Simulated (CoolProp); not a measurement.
Aqueous potassium carbonate as a coolant, at -4 °C, 1 atm.

Model: Melinder's fits for secondary coolants, in CoolProp.

```json
[
 {"mass %": "13.6", "freezing point (°C)": "-5.2", "cp (kJ/(kg K))": "3.512", "Prandtl number": "16.9", "density (kg/m³)": "[?]", "conductivity (W/(m K))": "0.546"},
 {"mass %": "19", "freezing point (°C)": "-8.1", "cp (kJ/(kg K))": "3.309", "Prandtl number": "18.6", "density (kg/m³)": "1189", "conductivity (W/(m K))": "0.541"},
 {"mass %": "24.4", "freezing point (°C)": "-12.3", "cp (kJ/(kg K))": "3.109", "Prandtl number": "[?]", "density (kg/m³)": "[?]", "conductivity (W/(m K))": "0.535"},
 {"mass %": "29.8", "freezing point (°C)": "-18.3", "cp (kJ/(kg K))": "2.926", "Prandtl number": "26.3", "density (kg/m³)": "1307", "conductivity (W/(m K))": "0.530"},
 {"mass %": "35.2", "freezing point (°C)": "-27.1", "cp (kJ/(kg K))": "2.776", "Prandtl number": "34.6", "density (kg/m³)": "1369", "conductivity (W/(m K))": "0.524"}
]
```

What belongs in the gaps?


- 13.6, density (kg/m³): 1133
- 24.4, Prandtl number: 21.5
- 24.4, density (kg/m³): 1247
